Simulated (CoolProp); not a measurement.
A single-stage vapour-compression cycle with R407C: evaporating at 232.15 K (dew point), condensing at 266.15 K (bubble point), superheat 8 K, subcooling 8 K, compressor efficiency 0.9, no pressure losses. Each further row changes one setting.

Values from CoolProp's reference Helmholtz-energy equation of state, Lemmon 2003. It is a pseudo-pure fit of the blend.

```
case                              cooling COP  pressure ratio  discharge temperature (K)  refrigerating effect (kJ/kg)  volumetric capacity (kJ/m³)
--------------------------------  -----------  --------------  -------------------------  ----------------------------  ---------------------------
as stated                                4.55            5.52                      306.3                           214                          776
evaporating temperature 237.15 K         5.42            4.30                      302.1                           217                          996
condensing temperature 261.15 K          5.29            4.63                      299.1                           221                          801
subcooling 13 K                          4.70            5.52                      306.3                           221                          801
superheat 18 K                           4.51            5.52                      317.1                           222                          768
compressor efficiency 0.8                4.05            5.52                      312.8                           214                          776
```
